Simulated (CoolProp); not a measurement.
Vapour-liquid equilibrium of R134a (1) + R227EA (2) at 0.63 MPa; x and y are mole fractions of (1).

The numbers come from the multi-fluid Helmholtz-energy mixture model, Tillner-Roth 1994 and Lemmon 2016; pair parameters Bell 2016 in CoolProp.

Task: Give the bubble temperature and the first vapour's composition at x = 0.5, 0.65, 0.8. Is there an azeotrope?

Result: x = 0.5: 27.9 °C, y = 0.578; x = 0.65: 26.2 °C, y = 0.711; x = 0.8: 24.8 °C, y = 0.837. No azeotrope shows between x = 0.05 and 0.95.

The pair parameters rest on a limited set of measurements; away from them the model extrapolates.
